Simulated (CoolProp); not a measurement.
c-C4F8 (RC318) along the isobar 3.79 bar: density (kg/m³) from the reference equation and from simpler models built on Tc = 388.4 K, pc = 27.78 bar, ω = 0.355; each cubic takes its own stable root.

Values from CoolProp's reference Helmholtz-energy equation of state, Platzer 1990. This equation is an older, rougher fit.

```
T (K)  phase  reference
-----  -----  ---------
342.4    gas      28.75
356.7    gas      27.30
371      gas      26.01
385.4    gas      24.85
399.7    gas      23.81
414      gas      22.87
428.4    gas      22.00
442.7    gas      21.20
457      gas      20.47
471.3    gas      19.79
485.7    gas      19.15
500      gas      18.56
```

How far does each simpler model (ideal gas, van der Waals, Redlich-Kwong, Soave-Redlich-Kwong, Peng-Robinson) lie from the reference over these 12 states: mean and median of the absolute difference, and the worst?


- ideal gas: mean 3.9 %, median 3.5 %, worst -7.4 % at 342.4 K and 3.79 bar
- van der Waals: mean 0.5 %, median 0.4 %, worst -1.7 % at 342.4 K and 3.79 bar
- Redlich-Kwong: mean 0.3 %, median 0.3 %, worst +0.5 % at 500 K and 3.79 bar
- Soave-Redlich-Kwong: mean 0.1 %, median 0.1 %, worst +0.2 % at 356.7 K and 3.79 bar
- Peng-Robinson: mean 0.6 %, median 0.5 %, worst +0.8 % at 342.4 K and 3.79 bar
